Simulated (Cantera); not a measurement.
Input: 1 mol Ti, 0.54 mol CH4, held at 2000 K and 11.0 Pa.

These are equilibrium values from Cantera (NASA tables, ideal gas, pure condensed phases), not measurements of a reactor. Candidate condensed phases: C, C6H6, C7H8, C8H18, Ti, TiC; 77 gas species. Mutual solubility and eutectic melting of coexisting phases are not modelled. TiC: taken at fixed stoichiometry. Condensed phases not in the tables: N, O or C dissolved in the metal. Rates play no part.

Base state: H2 0.773, H 0.136, Ti 0.0903 (mole fractions); condensed: Ti(l) + TiC(s).

What changes in the equilibrium state with this change: 0.0039 mol Cl2 added?


```json
[
 {"species": "H2", "before": "0.773", "after": "0.768"},
 {"species": "H", "before": "0.136", "after": "0.136"},
 {"species": "Ti", "before": "0.0903", "after": "0.0903"},
 {"species": "TiCl", "before": "0", "after": "0.00407"},
 {"species": "HCl", "before": "0", "after": "0.00154"},
 {"species": "Cl", "before": "0", "after": "0.000203"},
 {"species": "TiCl2", "before": "0", "after": "0.000116"},
 {"species": "Ti(l), mol", "before": "0.344", "after": "0.338"},
 {"species": "TiC(s), mol", "before": "0.540", "after": "0.540"}
]
```
The tables' values for TiCl2 are old estimates; treat these amounts as uncertain. Further candidate phases: TiCl2, TiCl3, TiCl4.
